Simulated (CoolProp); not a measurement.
The fluid at 282.7 K and 0.627 MPa is compressed adiabatically to 3.38 MPa with isentropic efficiency 0.6. The same conditions are run with several fluids, on thermodynamics alone (safety and materials aside).

Model: reference Helmholtz-energy equation of state of each fluid (dry air: Lemmon 2000; hydrogen chloride: Thol 2018; ethane: Bücker 2006; R1132(E): Akasaka 2024), in CoolProp. Blends and air are pseudo-pure fits.

| fluid | work (kJ/kg) | final temperature (K) | final density (kg/m³) |
|---|---|---|---|
| dry air | 294 | 569.9 | 20.4 |
| hydrogen chloride | 221 | 562.7 | 27.0 |
| ethane | 231 | 412.7 | 32.5 |
| R1132(E) | 101 | 399.7 | 76.8 |
